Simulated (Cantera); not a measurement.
Input: 1 mol SiC, 0.054 mol N2O, 29 mol H2, at 593 Torr.

Cantera equilibrium calculation (NASA polynomials, part measured and part estimated; ideal gas, pure solids and liquids). Candidate condensed phases: C, C6H6, C7H8, C8H18, H2O, Si, SiC, SiO2, Si2N2O, Si3N4; 151 gas species. Mutual solubility and eutectic melting of coexisting phases are not modelled. Gases not in the tables: Si2H6 and higher silanes. Kinetics and transport are ignored.

x: gas mole fraction; n: condensed amount in mol.

```json
[
 {"T (K)": "1023", "x H2": "0.996", "x H": "4.65e-9", "x CH4": "0.00374", "x N2": "4.00e-11", "n SiC(s)": "0.892", "n Si2N2O(s)": "0.0540"},
 {"T (K)": "1173", "x H2": "0.996", "x H": "1.32e-7", "x CH4": "0.00374", "x N2": "1.29e-7", "n SiC(s)": "0.892", "n Si2N2O(s)": "0.0540"},
 {"T (K)": "1323", "x H2": "0.996", "x H": "1.78e-6", "x CH4": "0.00364", "x N2": "3.24e-5", "n SiC(s)": "0.894", "n Si2N2O(s)": "0.0530"},
 {"T (K)": "1473", "x H2": "0.997", "x H": "1.42e-5", "x CH4": "___", "x N2": "0.000714", "n SiC(s)": "0.934", "n Si2N2O(s)": "0.0331"},
 {"T (K)": "1623", "x H2": "0.997", "x H": "7.77e-5", "x CH4": "___", "x N2": "0.00124", "n SiC(s)": "0.961", "n Si2N2O(s)": "0.0178"},
 {"T (K)": "1773", "x H2": "0.996", "x H": "0.000319", "x CH4": "___", "x N2": "0.00185", "n SiC(s)": "0.972", "n Si2N2O(s)": "0"},
 {"T (K)": "1923", "x H2": "0.995", "x H": "0.00106", "x CH4": "___", "x N2": "0.00183", "n SiC(s)": "0.971", "n Si2N2O(s)": "0"},
 {"T (K)": "2073", "x H2": "0.993", "x H": "0.00295", "x CH4": "3.00e-5", "x N2": "0.00180", "n SiC(s)": "0.967", "n Si2N2O(s)": "0"},
 {"T (K)": "2223", "x H2": "0.988", "x H": "0.00716", "x CH4": "3.04e-5", "x N2": "0.00173", "n SiC(s)": "0.954", "n Si2N2O(s)": "0"}
]
```

**Question.** Fill in the missing entries.

**Answer.** 
- 1473, x CH4: 0.00154
- 1623, x CH4: 0.000201
- 1773, x CH4: 4.59e-5
- 1923, x CH4: 3.55e-5
